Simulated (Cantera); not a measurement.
Input: 1 mol Pb, 4.5 mol NH3, 3.8 mol CO, 0.025 mol CO2, equilibrated at 1 atm.

These are equilibrium values from Cantera (NASA tables, ideal gas, pure condensed phases), not measurements of a reactor. Candidate condensed phases: C, C6H6, C7H8, C8H18, H2O, Pb, PbO, PbO2, Pb3O4; 139 gas species. The numbers say what is thermodynamically allowed, not how fast it happens.

Question: What share of the Pb ends up in condensed phases as a function of T (°C), at 427, 577, 727, 877, 1027, 1177, 1327, 1477, 1627?

Answer: 
| T (°C) | Pb condensed (%) | as |
|---|---|---|
| 427 | 100.0 | Pb(l) |
| 577 | 100.0 | Pb(l) |
| 727 | 100.0 | Pb(l) |
| 877 | 99.6 | Pb(l) |
| 1027 | 96.7 | Pb(l) |
| 1177 | 80.9 | Pb(l) |
| 1327 | 18.3 | Pb(l) |
| 1477 | 0.0 | - |
| 1627 | 0.0 | - |
